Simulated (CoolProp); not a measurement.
Ethanol along the isotherm 346.85 °C: fugacity coefficient from the reference equation and from simpler models built on Tc = 241.6 °C, pc = 6268 kPa, ω = 0.644; each cubic takes its own stable root.

The numbers come from the reference Helmholtz-energy equation of state, Schroeder 2014 in CoolProp.

| p (kPa) | phase | reference |
|---|---|---|
| 1120 | gas | 0.9784 |
| 2240 | gas | 0.9570 |
| 3360 | gas | 0.9358 |
| 4480 | gas | 0.9148 |
| 5600 | gas | 0.8937 |
| 6720 | supercritical | 0.8728 |
| 7830 | supercritical | 0.8520 |
| 8950 | supercritical | 0.8310 |
| 10100 | supercritical | 0.8094 |
| 11200 | supercritical | 0.7887 |
| 12300 | supercritical | 0.7681 |
| 13400 | supercritical | 0.7477 |
| 14600 | supercritical | 0.7259 |
| 15700 | supercritical | 0.7065 |

Problem. How far does each simpler model (van der Waals, Soave-Redlich-Kwong, Peng-Robinson) lie from the reference over these 14 states: mean and median of the absolute difference, and the worst?

Solution. 
- van der Waals: mean 9.9 %, median 10.0 %, worst -17.3 % at 346.85 °C and 15700 kPa
- Soave-Redlich-Kwong: mean 1.4 %, median 1.5 %, worst -2.1 % at 346.85 °C and 8950 kPa
- Peng-Robinson: mean 4.7 %, median 5.5 %, worst -6.3 % at 346.85 °C and 11200 kPa
